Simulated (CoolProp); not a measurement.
R22 at several states: Z from the reference equation and from simpler models built on Tc = 369.3 K, pc = 4.990 MPa, ω = 0.221; each cubic takes its own stable root.

Values from CoolProp's reference Helmholtz-energy equation of state, Kamei 1995.

```json
[
 {"T (K)": "463.8", "p (MPa)": "9.37", "phase": "supercritical", "reference": "0.6973", "van der Waals": "…", "Redlich-Kwong": "…", "Soave-Redlich-Kwong": "…", "Peng-Robinson": "…"},
 {"T (K)": "207.3", "p (MPa)": "0.147", "phase": "liquid", "reference": "0.004983", "van der Waals": "0.9660", "Redlich-Kwong": "0.005616", "Soave-Redlich-Kwong": "0.005497", "Peng-Robinson": "0.004876"},
 {"T (K)": "231", "p (MPa)": "3.3", "phase": "liquid", "reference": "0.1046", "van der Waals": "0.1720", "Redlich-Kwong": "0.1179", "Soave-Redlich-Kwong": "0.1150", "Peng-Robinson": "0.1019"}
]
```

**Question.** What belongs in the gaps?

**Answer.** 
- 463.8, van der Waals: 0.6221
- 463.8, Redlich-Kwong: 0.6723
- 463.8, Soave-Redlich-Kwong: 0.7361
- 463.8, Peng-Robinson: 0.7000

At some of these states van der Waals gives the other phase, because its saturation line lies elsewhere.
